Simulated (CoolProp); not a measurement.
A simple Rankine cycle with trans-2-butene: condensing at 289.15 K, boiler at 0.753 MPa, turbine inlet 491 K, turbine efficiency 0.7, pump efficiency 0.8, no recuperator. Each further row changes one setting.

The numbers come from the reference Helmholtz-energy equation of state, Lemmon 2005 in CoolProp. It is a short technical equation, of lower accuracy than the large ones.

```csv
case,thermal efficiency (%),net work (kJ/kg),heat in (kJ/kg),turbine exit temperature (K),volume ratio over the turbine
as stated,8.8,67.7,772,456.1,4.14
turbine inlet 511 K,8.7,70.9,818,476.0,4.13
condensing temperature 281.15 K,10.2,80.2,790,449.9,5.41
boiler pressure 0.527 MPa,6.8,52.4,775,464.9,2.91
turbine efficiency 0.6,7.5,57.9,772,460.7,4.18
```
